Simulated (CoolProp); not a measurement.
Properties of CHF3 (R23) along the isotherm 327.4 K (Tc = 299.3 K, pc = 48.32 bar, ω = 0.263).

Model: reference Helmholtz-energy equation of state, Penoncello 2003, in CoolProp.

```csv
p (bar),phase,cp (kJ/(kg K)),speed of sound (m/s),expansivity (1/kK)
0.0764,gas,___,214.3,3.059
0.157,gas,0.7721,214.3,3.064
0.322,gas,0.7730,___,3.073
0.662,gas,0.7747,213.9,3.094
1.36,gas,0.7783,213.3,3.136
2.79,gas,___,212.2,3.225
5.73,gas,0.8026,209.9,3.418
11.8,gas,0.8414,205.1,3.875
24.2,gas,___,194.8,5.128
```

Question: What belongs in the gaps?

Answer: 
- 0.0764, cp (kJ/(kg K)): 0.7717
- 0.322, speed of sound (m/s): 214.1
- 2.79, cp (kJ/(kg K)): 0.7860
- 24.2, cp (kJ/(kg K)): 0.9464
